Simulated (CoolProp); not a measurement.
Oxygen along the isobar 26.6 MPa: fugacity coefficient from the reference equation and from simpler models built on Tc = 154.6 K, pc = 5.046 MPa, ω = 0.022; each cubic takes its own stable root.

Computed with CoolProp (reference Helmholtz-energy equation of state, Schmidt 1985).

| T (K) | phase | reference |
|---|---|---|
| 72.7 | liquid | 0.001164 |
| 85.6 | liquid | 0.006130 |
| 98.5 | liquid | 0.01980 |
| 111.4 | liquid | 0.04679 |
| 124.3 | liquid | 0.08952 |
| 137.2 | liquid | 0.1476 |
| 150.1 | liquid | 0.2181 |
| 163 | supercritical | 0.2969 |

**Question.** How far does each simpler model (van der Waals, Redlich-Kwong, Soave-Redlich-Kwong, Peng-Robinson) lie from the reference over these 8 states: mean and median of the absolute difference, and the worst?

**Answer.** 
- van der Waals: mean 318.7 %, median 123.2 %, worst +1366.5 % at 72.7 K and 26.6 MPa
- Redlich-Kwong: mean 14.5 %, median 4.6 %, worst -54.1 % at 72.7 K and 26.6 MPa
- Soave-Redlich-Kwong: mean 2.9 %, median 3.1 %, worst -6.0 % at 72.7 K and 26.6 MPa
- Peng-Robinson: mean 8.0 %, median 8.1 %, worst -9.2 % at 85.6 K and 26.6 MPa
